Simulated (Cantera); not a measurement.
An adiabatic, constant-volume homogeneous reactor starts with CH₄ : O₂ : N₂ = 1 : 1.54 : 5.78 (molar parts), at 1623 K and 1.00 bar. Integrator tolerance rtol = 1e-08.

Computed with Cantera and GRI-Mech 3.0 (53 species, 325 reactions).

**Question.** What does this change do: initial temperature 1623 to 1650 K?

**Answer.** 
```csv
quantity,before,after
time of steepest temperature rise,0.394 ms,0.316 ms
temperature at 1.00 s,2969 K,2976 K
equilibrium temperature,2969 K,2976 K
x(CH₄) at 1.00 s,<1e-12 (gas-phase equilibrium <1e-12),<1e-12 (gas-phase equilibrium <1e-12)
x(O₂) at 1.00 s,0.00709 (gas-phase equilibrium 0.00709),0.00731 (gas-phase equilibrium 0.00731)
x(O) at 1.00 s,0.00607 (gas-phase equilibrium 0.00607),0.00636 (gas-phase equilibrium 0.00636)
x(C₂H₄) at 1.00 s,<1e-12 (gas-phase equilibrium <1e-12),<1e-12 (gas-phase equilibrium <1e-12)
x(HCN) at 1.00 s,1.95e-8 (gas-phase equilibrium 1.95e-8),1.96e-8 (gas-phase equilibrium 1.96e-8)
```
